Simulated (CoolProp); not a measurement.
Water at several states: fugacity coefficient from the reference equation and from simpler models built on Tc = 647.1 K, pc = 220.6 bar, ω = 0.344; each cubic takes its own stable root.

Model: reference Helmholtz-energy equation of state, Wagner 2002, in CoolProp.

```json
[
 {"T (K)": "442.1", "p (bar)": "6.72", "phase": "gas", "reference": "0.9532", "van der Waals": "0.9781", "Redlich-Kwong": "0.9702", "Soave-Redlich-Kwong": "0.9655", "Peng-Robinson": "0.9640"},
 {"T (K)": "808.5", "p (bar)": "518", "phase": "supercritical", "reference": "0.6973", "van der Waals": "0.6376", "Redlich-Kwong": "0.6563", "Soave-Redlich-Kwong": "0.7250", "Peng-Robinson": "0.6861"},
 {"T (K)": "807", "p (bar)": "0.165", "phase": "gas", "reference": "0.9999", "van der Waals": "0.9999", "Redlich-Kwong": "0.9999", "Soave-Redlich-Kwong": "0.9999", "Peng-Robinson": "0.9999"},
 {"T (K)": "281.3", "p (bar)": "405", "phase": "liquid", "reference": "3.643e-5", "van der Waals": "0.009961", "Redlich-Kwong": "0.0002132", "Soave-Redlich-Kwong": "2.776e-5", "Peng-Robinson": "3.122e-5"},
 {"T (K)": "462.8", "p (bar)": "1.48", "phase": "gas", "reference": "0.9917", "van der Waals": "0.9956", "Redlich-Kwong": "0.9942", "Soave-Redlich-Kwong": "0.9933", "Peng-Robinson": "0.9930"}
]
```
